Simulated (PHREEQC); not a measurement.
A solution holds 0.0018 mol/kgw KH2PO4 and 0.0043 mol/kgw HCl, at 25 °C. Closed to the air; pH follows from the charge balance.

All values are PHREEQC results (ion-association model, wateq4f.dat), not measurements.

```csv
quantity,before,after
pH,2.46,3.48
ionic strength (mol/kgw),0.00552,0.00215
H2PO4- (mol/kgw),0.00122,0.00172
H3PO4 (mol/kgw),0.000577,8.03e-5
HPO4-2 (mol/kgw),2.77e-8,3.72e-7
```

Problem. Which change was made?
A) KH2PO4 from 0.0018 to 0.009 mol/kgw
B) HCl from 0.0043 to 0.00043 mol/kgw
C) HCl left out
D) diluted 10-fold with water
E) HCl from 0.0043 to 0.00473 mol/kgw

Solution. B, HCl from 0.0043 to 0.00043 mol/kgw

Precipitation was switched off in this run. H3PO4, which wateq4f.dat lacks, is added to it with the constant of phreeqc.dat.
